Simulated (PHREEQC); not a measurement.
Model water analysis in mmol/kgw, 45 °C, pH 6.6, pe 12.7: Na 101; K 0.862; Ca 15.1; Mg 5.52; Cl 134; S(6) 3.35; Alkalinity (meq/kgw) 0.221; Sr 0.917.

Valence states are taken as typed.

Equilibrium calculation in PHREEQC: ion-association model, phreeqc.dat.

No solid was allowed to form.

Task: Order these C species by the share of C that they hold, largest first: CO2, HCO3-, CaHCO3+, NaHCO3, MgHCO3+.

Result: HCO3- (67 %), CO2 (24 %), CaHCO3+ (4.9 %), NaHCO3 (1.8 %), MgHCO3+ (1.6 %)

The pH is 6.60 and the ionic strength 0.163 mol/kgw. At this temperature some constants are extrapolated from 25 °C, and those without enthalpy data are left unchanged.
